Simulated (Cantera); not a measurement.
A diamond (100) surface in a fixed gas of H2 with x(CH4) = 0.0038, x(H) = 0.00025, x(CH3) = 5.1e-05, at 1375 K; coverages are run to steady state.

Model: the Harris–Goodwin 1993 mechanism for the reconstructed diamond (100) surface, integrated in Cantera.

θ: site fractions in the mechanism's names (c6HH fully hydrogenated, c6H* and c6*H radical sites, c6** diradical, c6HM methylated).

```json
[
 {"P (Pa)": "1200", "growth (µm/h)": "(withheld)", "θ c6HH": "0.553", "θ c6H*": "0.0415", "θ c6*H": "0.394", "θ c6**": "0.0107"},
 {"P (Pa)": "1700", "growth (µm/h)": "(withheld)", "θ c6HH": "0.554", "θ c6H*": "0.0415", "θ c6*H": "0.394", "θ c6**": "0.0106"},
 {"P (Pa)": "2300", "growth (µm/h)": "(withheld)", "θ c6HH": "0.555", "θ c6H*": "0.0414", "θ c6*H": "0.393", "θ c6**": "0.0106"},
 {"P (Pa)": "3200", "growth (µm/h)": "(withheld)", "θ c6HH": "0.555", "θ c6H*": "0.0414", "θ c6*H": "0.393", "θ c6**": "0.0106"},
 {"P (Pa)": "4400", "growth (µm/h)": "(withheld)", "θ c6HH": "0.555", "θ c6H*": "0.0413", "θ c6*H": "0.393", "θ c6**": "0.0105"},
 {"P (Pa)": "6100", "growth (µm/h)": "(withheld)", "θ c6HH": "0.556", "θ c6H*": "0.0413", "θ c6*H": "0.392", "θ c6**": "0.0105"},
 {"P (Pa)": "8500", "growth (µm/h)": "(withheld)", "θ c6HH": "0.556", "θ c6H*": "0.0413", "θ c6*H": "0.392", "θ c6**": "0.0105"},
 {"P (Pa)": "12000", "growth (µm/h)": "(withheld)", "θ c6HH": "0.556", "θ c6H*": "0.0413", "θ c6*H": "0.392", "θ c6**": "0.0105"}
]
```

Q: Complete the blanks.

A: 
- 1200, growth (µm/h): 0.00170
- 1700, growth (µm/h): 0.00330
- 2300, growth (µm/h): 0.00584
- 3200, growth (µm/h): 0.0108
- 4400, growth (µm/h): 0.0192
- 6100, growth (µm/h): 0.0342
- 8500, growth (µm/h): 0.0602
- 12000, growth (µm/h): 0.106
